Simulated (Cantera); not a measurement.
A closed system holds: 1 mol Si, a varied amount of Br2, at 825 K and 10.0 Torr.

Equilibrium computed with Cantera from the NASA thermochemical tables; the gas is ideal and each condensed phase is pure. Candidate condensed phases: Br2, Si; 9 gas species. The tables' values for SiBr3 are old estimates; treat these amounts as uncertain. Equilibrium is a limit: real reactors are often held back by kinetics, nucleation or transport.

x: gas mole fraction; n: condensed amount in mol.

```json
[
 {"n(Br2) (mol)": "1.1", "x SiBr4": "0.999", "x Br2": "1.51e-11", "x Br": "1.59e-8", "x SiBr3": "0.000507", "n Si(s)": "0.450"},
 {"n(Br2) (mol)": "1.5", "x SiBr4": "0.999", "x Br2": "1.51e-11", "x Br": "1.59e-8", "x SiBr3": "0.000507", "n Si(s)": "0.250"},
 {"n(Br2) (mol)": "2", "x SiBr4": "1.000", "x Br2": "3.74e-7", "x Br": "___", "x SiBr3": "3.22e-6", "n Si(s)": "0"},
 {"n(Br2) (mol)": "2.4", "x SiBr4": "0.714", "x Br2": "0.284", "x Br": "___", "x SiBr3": "2.64e-9", "n Si(s)": "0"},
 {"n(Br2) (mol)": "2.8", "x SiBr4": "0.555", "x Br2": "0.442", "x Br": "___", "x SiBr3": "1.64e-9", "n Si(s)": "0"},
 {"n(Br2) (mol)": "3.3", "x SiBr4": "0.434", "x Br2": "0.563", "x Br": "0.00307", "x SiBr3": "1.14e-9", "n Si(s)": "0"},
 {"n(Br2) (mol)": "3.7", "x SiBr4": "0.370", "x Br2": "0.627", "x Br": "0.00324", "x SiBr3": "9.20e-10", "n Si(s)": "0"},
 {"n(Br2) (mol)": "4.1", "x SiBr4": "0.322", "x Br2": "0.675", "x Br": "0.00336", "x SiBr3": "7.73e-10", "n Si(s)": "0"},
 {"n(Br2) (mol)": "4.6", "x SiBr4": "0.277", "x Br2": "0.719", "x Br": "0.00347", "x SiBr3": "6.45e-10", "n Si(s)": "0"}
]
```

### Question
Some entries are withheld; supply them.

### Answer

- 2, x Br: 2.50e-6
- 2.4, x Br: 0.00218
- 2.8, x Br: 0.00272
